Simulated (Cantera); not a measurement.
Mixture: CH₄ : O₂ : N₂ = 1 : 3.17 : 8.57 (molar parts), at 1.01 bar, adiabatic and at constant pressure. Ignition delay is the time to a rise of 400 K.

Computed with Cantera and GRI-Mech 3.0 (53 species, 325 reactions).

### Question
Predict: delay at 1298 K; delay at 1373 K; delay at 1448 K; delay at 1523 K; delay at 1598 K; delay at 1673 K; delay at 1748 K; apparent activation energy between 1598 and 1748 K.

### Answer
```
Quantity                                                 Value
--------------------------------------------------  ----------
delay at 1298 K                                        7.12 ms
delay at 1373 K                                        2.87 ms
delay at 1448 K                                        1.28 ms
delay at 1523 K                                       0.628 ms
delay at 1598 K                                       0.338 ms
delay at 1673 K                                       0.196 ms
delay at 1748 K                                       0.121 ms
apparent activation energy between 1598 and 1748 K  160 kJ/mol
```
